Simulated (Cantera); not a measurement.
Input: 1 mol (CH3)2SiCl2, 0.072 mol C2H2, 39 mol H2, at 2200 °C and 0.133 bar.

Method: chemical equilibrium by Gibbs-energy minimisation in Cantera with the NASA 1993 tables (ideal gas, pure condensed phases). Candidate condensed phases: C, C6H6, C7H8, C8H18, Si, SiC; 109 gas species. The feed counts by its element totals alone. The tables' values for SiCl are old estimates; treat these amounts as uncertain. Gases not in the tables: Si2H6 and higher silanes. The numbers say what is thermodynamically allowed, not how fast it happens.

Base state: H2 0.880, H 0.0573, HCl 0.0409, C2H2 (acetylene) 0.00849, Si 0.00653, Cl 0.00189, SiC2 0.00157, Si2C 0.000871 (mole fractions); condensed: C(graphite) + SiC(s).

Problem. What changes in the equilibrium state with this change: H2 from 39 to 430 mol?

Solution. 
| species | before | after |
|---|---|---|
| H2 | 0.880 | 0.932 |
| H | 0.0573 | 0.0590 |
| HCl | 0.0409 | 0.00425 |
| C2H2 (acetylene) | 0.00849 | 0.00224 |
| Si | 0.00653 | 0.00181 |
| SiCl2 | 0.000645 | 1.82e-6 |
| SiCl | 0.000487 | 1.36e-5 |
| Si2C | 0.000871 | 3.32e-5 |
| C4H2 | 3.38e-5 | 2.22e-6 |
| C(graphite), mol | 0.722 | 0 |
| SiC(s), mol | 0.468 | 0 |
